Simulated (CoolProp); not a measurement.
Computed with CoolProp (reference Helmholtz-energy equation of state, Lemmon 2006). It is a short technical equation, of lower accuracy than the large ones.

For carbonyl sulfide, give the phase and the Z, speed of sound (m/s), isothermal compressibility (1/MPa), expansivity (1/kK) at 27.85 °C and 670 kPa; 27.85 °C and 1040 kPa; 27.85 °C and 1630 kPa.


- 27.85 °C and 670 kPa: gas; Z 0.924, speed of sound 217, isothermal compressibility 1.63, expansivity 4.25
- 27.85 °C and 1040 kPa: gas; Z 0.876, speed of sound 209, isothermal compressibility 1.12, expansivity 5.04
- 27.85 °C and 1630 kPa: liquid; Z 0.0398, speed of sound 661, isothermal compressibility 0.00454, expansivity 3.15
